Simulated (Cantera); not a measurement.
An isothermal, constant-pressure homogeneous reactor starts with 0.547 % H₂, 99.5 % O₂, at 1473 K and 0.0133 bar.

Detailed kinetics in Cantera: GRI-Mech 3.0 (53 species, 325 reactions). Radical loss at walls, strong at low pressure, is not modelled.

One state of this run: x H₂ = 7.08e-6; x O₂ = 0.991; x HO₂ = 1.29e-7; x OH = 0.000665; x H₂O = 0.00512; x O = 0.00291. x: mole fraction; the columns are a selection and need not sum to one.

Problem. Which value of t (s) does it belong to?
(A) 0.248
(B) 0.00541
(C) 0.645
(D) 76.9

Solution. C, 0.645
